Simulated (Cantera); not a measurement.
A Cantera script and its output.

```python
import numpy as np
import cantera as ct

gas = ct.Solution("gri30.yaml")
gas.TPX = 923, 110, {'H2': 0.29, 'O2': 1}
reactor = ct.IdealGasConstPressureReactor(gas, energy="off", clone=False)
net = ct.ReactorNet([reactor])
net.rtol, net.atol = 1e-08, 1e-18
show = ['H2', 'O2', 'H2O2', 'HO2', 'O', 'OH', 'H']
times = np.geomspace(2e-05, 10, 11)

steps = ct.SolutionArray(gas, extra=["t"])
rows = []
print(f"{'t/s':>10s}{'T/K':>9s}{'P/Pa':>11s}" + "".join(f"{s:>11s}" for s in show))
for t in times:
    while net.time < t:
        t_next = net.step()
        steps.append(gas.state, t=t_next)
    rows.append([np.interp(t, steps.t, y) for y in (steps.T, steps.P, *steps(*show).X.T)])
    print(f"{t:10.3e}{rows[-1][0]:9.1f}{rows[-1][1]:11.4g}" + "".join(f"{x:11.3e}" for x in rows[-1][2:]))
rate = np.gradient(steps.T, steps.t)
print("integrator steps:", len(steps.t))
if steps.T.max() > steps.T[0] + 200:
    print(f"time of steepest temperature rise: {steps.t[rate.argmax()]:.4e} s")
gas.TPX = 923, 110, {'H2': 0.29, 'O2': 1}
gas.equilibrate("TP")
print(f"equilibrium (TP): T = {gas.T:.1f} K  " + "  ".join(f"{s} {gas[s].X[0]:.3e}" for s in show))
```

It prints:

```
       t/s      T/K       P/Pa         H2         O2       H2O2        HO2          O         OH          H
 2.000e-05    923.0        110  2.248e-01  7.752e-01  2.032e-19  2.842e-13  8.194e-16  8.037e-16  2.834e-13
 7.429e-05    923.0        110  2.248e-01  7.752e-01  2.723e-18  1.056e-12  1.085e-14  1.022e-14  1.046e-12
 2.759e-04    923.0        110  2.248e-01  7.752e-01  3.725e-17  3.922e-12  1.425e-13  1.168e-13  3.815e-12
 1.025e-03    923.0        110  2.248e-01  7.752e-01  5.138e-16  1.457e-11  1.752e-12  9.933e-13  1.408e-11
 3.807e-03    923.0        110  2.248e-01  7.752e-01  7.088e-15  5.419e-11  2.055e-11  7.547e-12  6.891e-11
 1.414e-02    923.0        110  2.248e-01  7.752e-01  9.866e-14  2.059e-10  7.377e-10  2.372e-10  1.890e-09
 5.253e-02    923.0        110  2.245e-01  7.751e-01  8.173e-11  2.818e-07  5.310e-05  1.700e-05  1.350e-04
 1.951e-01    923.0        110  7.889e-03  6.832e-01  1.134e-08  1.532e-06  4.143e-02  2.879e-03  8.742e-02
 7.248e-01    923.0        110  3.878e-03  7.236e-01  2.077e-08  1.805e-06  1.730e-02  2.055e-03  2.458e-02
 2.692e+00    923.0        110  2.910e-04  7.453e-01  3.454e-08  1.226e-06  1.232e-03  5.320e-04  4.392e-04
 1.000e+01    923.0        110  1.124e-05  7.466e-01  1.682e-08  2.126e-07  4.848e-05  1.043e-04  3.381e-06
integrator steps: 1568
equilibrium (TP): T = 923.0 K  H2 6.482e-11  O2 7.467e-01  H2O2 7.035e-12  HO2 1.841e-10  O 3.272e-10  OH 2.712e-07  H 5.977e-14
```

Cantera simulation using GRI-Mech 3.0 (53 species, 325 reactions); the numbers are that mechanism's predictions, not measurements. Radical loss at walls, strong at low pressure, is not modelled. Below about 950 K walls govern HO2 and H2O2 in real vessels. The temperature is held fixed by assumption; the heat of reaction is taken as removed at once.
